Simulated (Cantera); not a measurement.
## Abatement and gas-phase synthesis: CS2 + O2 + SO2

A closed system holds: 1 mol CS2, 0.41 mol O2, 0.066 mol SO2, at 1248 K.

Cantera equilibrium calculation (NASA polynomials, part measured and part estimated; ideal gas, pure solids and liquids). Candidate condensed phases: C, S; 22 gas species. The ideal-gas law is rough above about 30 bar. Gases not in the tables: S3 to S7. The numbers say what is thermodynamically allowed, not how fast it happens.

From 10.0 Pa to 5700000 Pa nothing is condensed. At 3.00e7 Pa the condensed part is S(l). The main C-bearing gas is CO at 10.0 Pa and COS at 3.00e7 Pa.

```tsv
P (Pa)	x S2	x CO	x COS	x CS2	x CO2	n S(l)
10	0.496	0.478	0.00170	0.0242	2.83e-5	0
52	0.495	0.476	0.00385	0.0244	0.000145	0
280	0.494	0.472	0.00884	0.0250	0.000742	0
1400	0.490	0.460	0.0192	0.0277	0.00317	0
7600	0.480	0.431	0.0415	0.0363	0.0113	0
40000	0.461	0.374	0.0810	0.0545	0.0286	0
210000	0.433	0.289	0.139	0.0828	0.0555	0
1100000	0.401	0.193	0.204	0.115	0.0862	0
5700000	0.372	0.112	0.260	0.143	0.112	0
30000000	0.194	0.0929	0.357	0.195	0.156	0.593
```
x: gas mole fraction; n: condensed amount in mol.
